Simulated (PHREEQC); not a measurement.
Solution A (0.042 mol/kgw H2SO4, 0.023 mol/kgw Al(NO3)3 and 0.025 mol/kgw CuSO4) is mixed with solution B (39 mmol/kgw HCl, 0.04 mmol/kgw CuSO4 and 23 mmol/kgw MgSO4) at 67 °C; shares are by mass of water, 1 kg in all. Oxygen is held at 0.21 atm. No CO2 enters from the air. Only these solids could form: Brucite, Gibbsite, Cu(OH)2, Brochantite, Antlerite, Atacamite, Cu2(OH)3NO3, Basaluminite, Epsomite, Chalcanthite.

Equilibrium calculation in PHREEQC: ion-association model, wateq4f.dat.

### Question
Predict pH, Cu+2 (mol/kgw) at share of solution B = 0.1, 0.35, 0.5, 0.7, 0.8.

### Answer
| share of solution B | pH | Cu+2 (mol/kgw) |
|---|---|---|
| 0.1 | 1.44 | 0.0185 |
| 0.35 | 1.49 | 0.0128 |
| 0.5 | 1.52 | 0.00965 |
| 0.7 | 1.57 | 0.00561 |
| 0.8 | 1.60 | 0.00368 |

Constants without temperature data keep their 25 °C values here.
